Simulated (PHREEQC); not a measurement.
0.87 g of hydrous ferric oxide (600 m²/g; 0.2 weak and 0.005 strong sites per Fe, Dzombak-Morel constants, diffuse double layer) in 1 kg of water with 0.001 mol/kgw of an inert sodium salt, at 25 °C; the pH is set by adding NaOH or the inert anion's acid. Oxygen alone is held at its pressure in air (log pO2 = -0.68). No CO2 enters from the air. No solid was allowed to form.

Base run: PHREEQC, ion-association model, wateq4f.dat. Each further column changes one thing. The table gives surface charge σ (C/m²).

```
pH       base  background salt from 0.001 to 0.0001 mol/kgw  oxide from 0.87 to 4.3 g/kgw  0.0011 mol/kgw PbCl2 added
-----  ------  --------------------------------------------  ----------------------------  --------------------------
4       0.127                                         0.086                           ___                       0.180
4.67    0.072                                         0.037                         0.088                       0.115
6       0.019                                         0.007                         0.021                       0.073
6.67    0.009                                           ___                         0.009                         ___
7.33    0.004                                           ___                         0.004                       0.046
8.67   -0.003                                        -0.001                        -0.003                       0.026
9.33   -0.007                                        -0.003                        -0.007                       0.017
10     -0.016                                        -0.007                        -0.017                         ___
11.33  -0.087                                           ___                        -0.095                         ___
12     -0.202                                        -0.198                        -0.211                      -0.038
```

Question: Fill in the missing entries.

Answer: 
- 4, oxide from 0.87 to 4.3 g/kgw: 0.161
- 6.67, background salt from 0.001 to 0.0001 mol/kgw: 0.003
- 6.67, 0.0011 mol/kgw PbCl2 added: 0.059
- 7.33, background salt from 0.001 to 0.0001 mol/kgw: 0.001
- 10, 0.0011 mol/kgw PbCl2 added: 0.010
- 11.33, background salt from 0.001 to 0.0001 mol/kgw: -0.078
- 11.33, 0.0011 mol/kgw PbCl2 added: -0.005

 In at least one series the solution becomes supersaturated in solids that the run did not let form, among them Litharge.
